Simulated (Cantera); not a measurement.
A closed system holds: 1 mol S, 1.2 mol H2O, 26 mol N2, held at 823.15 K and 0.100 bar.

Equilibrium computed with Cantera from the NASA thermochemical tables; the gas is ideal and each condensed phase is pure. Candidate condensed phases: H2O, H2SO4, S; 35 gas species. Gases not in the tables: S3 to S7. Equilibrium is a limit: real reactors are often held back by kinetics, nucleation or transport.

Base state: N2 0.941, H2O 0.0350, S2 0.0118, H2S 0.00819, SO2 0.00414, H2 0.000173, S2O 8.37e-5 (mole fractions); condensed: gas only.

Question: What changes in the equilibrium state with this change: H2O from 1.2 to 8.4 mol?

Answer: 
| species | before | after |
|---|---|---|
| N2 | 0.941 | 0.748 |
| H2O | 0.0350 | 0.226 |
| H2S | 0.00819 | 0.0146 |
| S2 | 0.0118 | 0.00321 |
| H2 | 0.000173 | 0.000595 |
| S2O | 8.37e-5 | 4.26e-5 |
| SO2 | 0.00414 | 0.00760 |

Question: What changes in the equilibrium state with this change: temperature from 823.15 K to 2775 K?

Answer: 
```tsv
species	before	after
N2	0.941	0.902
H	<1e-9	0.0313
H2	0.000173	0.0175
H2O	0.0350	0.00644
S	<1e-9	0.0114
SO	1.07e-7	0.0157
S2	0.0118	0.000844
O	<1e-9	0.00358
OH	<1e-9	0.00317
NO	<1e-9	0.00191
```
